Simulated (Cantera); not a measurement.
Mixture: 6.60 % CH4, 0.990 % C2H6, 15.2 % O2, 77.2 % N2, equivalence ratio 1.1, at 0.336 atm, adiabatic and at constant pressure. Ignition delay is the time to a rise of 400 K.

Cantera simulation using GRI-Mech 3.0 (53 species, 325 reactions); the numbers are that mechanism's predictions, not measurements.

**Question.** Predict: delay at 1273 K; delay at 1473 K; delay at 1673 K; delay at 1873 K; delay at 2073 K; apparent activation energy between 1873 and 2073 K.

**Answer.** delay at 1273 K: 4.25 ms
delay at 1473 K: 0.688 ms
delay at 1673 K: 0.169 ms
delay at 1873 K: 65.6 µs
delay at 2073 K: 34.9 µs
apparent activation energy between 1873 and 2073 K: 100 kJ/mol
